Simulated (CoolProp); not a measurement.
A single-stage vapour-compression cycle with R236FA: evaporating at 325.15 K (dew point), condensing at 363.15 K (bubble point), superheat 10 K, subcooling 8 K, compressor efficiency 0.85, no pressure losses. Each further row changes one setting.

Computed with CoolProp (reference Helmholtz-energy equation of state, Pan 2012).

```
case                              cooling COP  pressure ratio  discharge temperature (K)  refrigerating effect (kJ/kg)  volumetric capacity (kJ/m³)
--------------------------------  -----------  --------------  -------------------------  ----------------------------  ---------------------------
as stated                                 ___            2.54                      367.9                          97.4                         3820
evaporating temperature 330.15 K         7.17            2.22                        ___                           ___                          ___
condensing temperature 358.15 K          7.17            2.27                        ___                           105                         4100
subcooling 13 K                          6.37            2.54                      367.9                           105                         4100
superheat 20 K                            ___            2.54                      376.7                           107                         4000
compressor efficiency 0.75               5.23            2.54                        ___                          97.4                         3820
```

### Question
Some entries are withheld; supply them.

### Answer

- as stated, cooling COP: 5.93
- evaporating temperature 330.15 K, discharge temperature (K): 368.6
- evaporating temperature 330.15 K, refrigerating effect (kJ/kg): 101
- evaporating temperature 330.15 K, volumetric capacity (kJ/m³): 4530
- condensing temperature 358.15 K, discharge temperature (K): 363.4
- superheat 20 K, cooling COP: 6.15
- compressor efficiency 0.75, discharge temperature (K): 369.6
